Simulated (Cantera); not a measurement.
Mixture: CH₄ : O₂ : N₂ = 1 : 0.909 : 2.91 (molar parts), equivalence ratio 2.2, at 4.80 bar, adiabatic and at constant volume. Ignition delay is the time to a rise of 400 K.

Cantera simulation using GRI-Mech 3.0 (53 species, 325 reactions); the numbers are that mechanism's predictions, not measurements.

What does this change do: pressure from 4.80 bar to 10.0 bar?


| quantity | before | after |
|---|---|---|
| delay at 1000 K | 0.251 s | 0.104 s |
| delay at 1100 K | 53.2 ms | 22.7 ms |
| delay at 1200 K | 13.2 ms | 6.00 ms |
| delay at 1300 K | 3.74 ms | 1.80 ms |
| apparent activation energy between 1250 and 1350 K | 170 kJ/mol | 160 kJ/mol |
